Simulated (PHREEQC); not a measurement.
## Buffer (model solution)

Solution (20 °C): 0.05 mol/kgw H3PO4 and 0.0025 mol/kgw Na2B4O7. Closed to the air; pH follows from the charge balance.

Computed with PHREEQC (ion-association model, phreeqc.dat).

This is a speciation only: nothing precipitates in the calculation.

### Question
What pH does the model give?

### Answer
pH 1.89.

### Question
In which forms is P present?

### Answer
H3PO4 61 %, H2PO4- 39 % of the P.
